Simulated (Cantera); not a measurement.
A closed system holds: 1 mol Si, 20 mol HBr, held at 1098.15 K and 13300 Pa.

Cantera equilibrium calculation (NASA polynomials, part measured and part estimated; ideal gas, pure solids and liquids). Candidate condensed phases: Br2, Si; 19 gas species. The tables' values for SiBr3 are old estimates; treat these amounts as uncertain. Rates play no part.

Base state: HBr 0.842, H2 0.105, SiBr4 0.0525, Br 0.000141, SiHBr3 5.65e-5, SiBr3 3.77e-5 (mole fractions); condensed: gas only.

Problem. What changes in the equilibrium state with this change: pressure from 13300 Pa to 87.0 Pa?

Solution. 
```
species    before     after
-------  --------  --------
HBr         0.842     0.841
H2          0.105     0.105
SiBr4      0.0525    0.0515
Br       0.000141   0.00174
SiBr2     3.34e-6  0.000504
SiBr3     3.77e-5  0.000458
SiHBr3    5.65e-5   5.55e-5
```
